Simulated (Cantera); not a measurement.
# Adiabatic ignition

An adiabatic, constant-pressure homogeneous reactor starts with 4.52 % CH4, 20.1 % O2, 75.4 % N2, at 1450 K and 2.60 bar.

Cantera simulation using GRI-Mech 3.0 (53 species, 325 reactions); the numbers are that mechanism's predictions, not measurements.

```json
[
 {"t (s)": "4.00e-6", "T (K)": "1450", "x CH4": "0.0452", "x O2": "0.201", "x CH2": "<1e-12", "x HCO": "<1e-12", "x C2H": "<1e-12", "x CO": "5.92e-12"},
 {"t (s)": "1.40e-5", "T (K)": "1450", "x CH4": "0.0452", "x O2": "0.201", "x CH2": "<1e-12", "x HCO": "<1e-12", "x C2H": "<1e-12", "x CO": "2.58e-10"},
 {"t (s)": "4.93e-5", "T (K)": "1450", "x CH4": "0.0452", "x O2": "0.201", "x CH2": "2.65e-12", "x HCO": "1.60e-11", "x C2H": "<1e-12", "x CO": "1.58e-8"},
 {"t (s)": "0.000173", "T (K)": "1450", "x CH4": "0.0450", "x O2": "0.200", "x CH2": "1.72e-10", "x HCO": "9.38e-10", "x C2H": "<1e-12", "x CO": "2.54e-6"},
 {"t (s)": "0.000608", "T (K)": "1487", "x CH4": "0.0385", "x O2": "0.195", "x CH2": "6.12e-8", "x HCO": "5.50e-7", "x C2H": "1.25e-11", "x CO": "0.00185"},
 {"t (s)": "0.00213", "T (K)": "2350", "x CH4": "<1e-12", "x O2": "0.108", "x CH2": "<1e-12", "x HCO": "1.01e-10", "x C2H": "<1e-12", "x CO": "0.00131"},
 {"t (s)": "0.00750", "T (K)": "2347", "x CH4": "<1e-12", "x O2": "0.108", "x CH2": "<1e-12", "x HCO": "9.82e-11", "x C2H": "<1e-12", "x CO": "0.00129"},
 {"t (s)": "0.0263", "T (K)": "2339", "x CH4": "<1e-12", "x O2": "0.106", "x CH2": "<1e-12", "x HCO": "9.08e-11", "x C2H": "<1e-12", "x CO": "0.00124"},
 {"t (s)": "0.0924", "T (K)": "2330", "x CH4": "<1e-12", "x O2": "0.103", "x CH2": "<1e-12", "x HCO": "8.29e-11", "x C2H": "<1e-12", "x CO": "0.00119"},
 {"t (s)": "0.324", "T (K)": "2329", "x CH4": "<1e-12", "x O2": "0.103", "x CH2": "<1e-12", "x HCO": "8.18e-11", "x C2H": "<1e-12", "x CO": "0.00119"},
 {"t (s)": "1.14", "T (K)": "2329", "x CH4": "<1e-12", "x O2": "0.103", "x CH2": "<1e-12", "x HCO": "8.18e-11", "x C2H": "<1e-12", "x CO": "0.00119"},
 {"t (s)": "4.00", "T (K)": "2329", "x CH4": "<1e-12", "x O2": "0.103", "x CH2": "<1e-12", "x HCO": "8.18e-11", "x C2H": "<1e-12", "x CO": "0.00119"}
]
```
x: mole fraction; the columns are a selection and need not sum to one.

| Item | Result |
|---|---|
| time of steepest temperature rise | 0.685 ms |
| temperature at 4.00 s | 2329 K |
| equilibrium temperature | 2329 K |
| x(CH4) at 4.00 s | <1e-12 (gas-phase equilibrium <1e-12) |
| x(O2) at 4.00 s | 0.103 (gas-phase equilibrium 0.103) |
| x(CH2) at 4.00 s | <1e-12 (gas-phase equilibrium <1e-12) |
